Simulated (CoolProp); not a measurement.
Fluorine at 243.14 K and 15.7 MPa is throttled through a valve to 2.31 MPa with no heat exchange. Each further row changes one setting.

The numbers come from the reference Helmholtz-energy equation of state, de Reuck 1990 in CoolProp.

| case | temperature change (K) | final density (kg/m³) |
|---|---|---|
| as stated | (withheld) | (withheld) |
| outlet pressure 0.693 MPa | -41.6 | (withheld) |
| outlet pressure 3 MPa | (withheld) | (withheld) |

### Question
What belongs in the gaps?

### Answer

- as stated, temperature change (K): -35.3
- as stated, final density (kg/m³): 53.2
- outlet pressure 0.693 MPa, final density (kg/m³): 16.0
- outlet pressure 3 MPa, temperature change (K): -32.7
- outlet pressure 3 MPa, final density (kg/m³): 69.0
